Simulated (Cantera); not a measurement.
Input: 1 mol Al(CH3)3, 3.9 mol O2, a varied amount of H2, held at 1750 °C and 0.0133 bar.

These are equilibrium values from Cantera (NASA tables, ideal gas, pure condensed phases), not measurements of a reactor. Candidate condensed phases: Al, Al2O3, C, C6H6, C7H8, C8H18, H2O; 121 gas species. The feed counts by its element totals alone. Kinetics and transport are ignored.

x: gas mole fraction; n: condensed amount in mol.

```
n(H2) (mol)   x H2   x H2O    x CO     x CO2     x H  n Al2O3(s)
-----------  -----  ------  ------  --------  ------  ----------
6.3          0.551   0.220   0.199    0.0170  0.0122       0.500
18           0.745   0.124   0.113   0.00403  0.0142       0.500
29           0.816     ___     ___       ___  0.0149       0.500
40           0.854  0.0678  0.0616   0.00105  0.0152       0.500
52           0.880     ___     ___       ___  0.0154       0.500
63           0.896  0.0459  0.0418  0.000458  0.0156       0.500
74           0.908  0.0398  0.0362  0.000339  0.0157       0.500
85           0.917  0.0351  0.0319  0.000262  0.0157       0.500
```

### Question
Some entries are withheld; supply them.

### Answer

- 52, x H2O: 0.0543
- 52, x CO: 0.0494
- 52, x CO2: 0.000652
- 29, x H2O: 0.0877
- 29, x CO: 0.0797
- 29, x CO2: 0.00184
